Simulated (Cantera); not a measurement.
A closed system holds: 1 mol trisilylamine, 45 mol NH₃, 90 mol H₂, equilibrated at 0.375 Torr.

Equilibrium computed with Cantera from the NASA thermochemical tables; the gas is ideal and each condensed phase is pure. Candidate condensed phases: Si, Si₃N₄; 18 gas species. The feed counts by its element totals alone. Gases not in the tables: Si₂H₆ and higher silanes. Equilibrium is a limit: real reactors are often held back by kinetics, nucleation or transport.

Q: Which condensed phases are stable at each of these points (T (K)): 875, 1025, 1175, 1325, 1475, 1625, 1775, 1925, 2075?

A: 
```csv
T (K),condensed phases,Si condensed (%)
875,Si₃N₄(s),100.0
1025,Si₃N₄(s),100.0
1175,Si₃N₄(s),100.0
1325,Si₃N₄(s),100.0
1475,Si₃N₄(s),99.9
1625,Si(s),97.8
1775,Si(l),71.0
1925,gas only,0.0
2075,gas only,0.0
```

From 875 K to 1475 K the condensed part is Si₃N₄(s). At 1625 K the condensed part is Si(s). At 1775 K the condensed part is Si(l). From 1925 K to 2075 K nothing is condensed.
